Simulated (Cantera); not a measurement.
An isothermal, constant-pressure homogeneous reactor starts with CO : O2 : H2O : N2 = 0.023 : 0.0034 : 0.017 : 1 (molar parts), at 1000 K and 750 Torr. Integrator tolerance rtol = 1e-08.

Model: GRI-Mech 3.0 (53 species, 325 reactions), integrated in Cantera.

Task: What does this change do: pressure from 750 Torr to 3080 Torr?

Result: 
```csv
quantity,before,after
x(CO) at 60.0 s,0.0124 (gas-phase equilibrium 0.00814),0.0140 (gas-phase equilibrium 0.00814)
x(O2) at 60.0 s,7.40e-10 (gas-phase equilibrium <1e-12),1.49e-10 (gas-phase equilibrium <1e-12)
x(H2O) at 60.0 s,0.0132 (gas-phase equilibrium 0.00891),0.0147 (gas-phase equilibrium 0.00891)
x(H) at 60.0 s,1.68e-8 (gas-phase equilibrium 1.97e-10),4.40e-9 (gas-phase equilibrium 9.73e-11)
x(H2) at 60.0 s,0.00318 (gas-phase equilibrium 0.00744),0.00161 (gas-phase equilibrium 0.00744)
x(NO2) at 60.0 s,<1e-12 (gas-phase equilibrium <1e-12),<1e-12 (gas-phase equilibrium <1e-12)
```
